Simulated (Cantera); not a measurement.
An isothermal, constant-pressure homogeneous reactor starts with CO : O₂ : H₂O : N₂ = 0.0053 : 0.015 : 0.00073 : 5.9 (molar parts), at 1000 K and 0.128 atm.

Cantera simulation using GRI-Mech 3.0 (53 species, 325 reactions); the numbers are that mechanism's predictions, not measurements.

Q: Predict: x(CO) at 7.00 s; x(O₂) at 7.00 s; x(H₂O) at 7.00 s; x(CO₂) at 7.00 s; x(NO) at 7.00 s; x(N₂O) at 7.00 s.

A: 
```json
{
  "x(CO) at 7.00 s": "0.000116 (gas-phase equilibrium 3.33e-12)",
  "x(O₂) at 7.00 s": "0.00214 (gas-phase equilibrium 0.00208)",
  "x(H₂O) at 7.00 s": "0.000122 (gas-phase equilibrium 0.000123)",
  "x(CO₂) at 7.00 s": "0.000779 (gas-phase equilibrium 0.000896)",
  "x(NO) at 7.00 s": "9.86e-9 (gas-phase equilibrium 3.53e-6)",
  "x(N₂O) at 7.00 s": "1.10e-7 (gas-phase equilibrium 1.17e-10)"
}
```
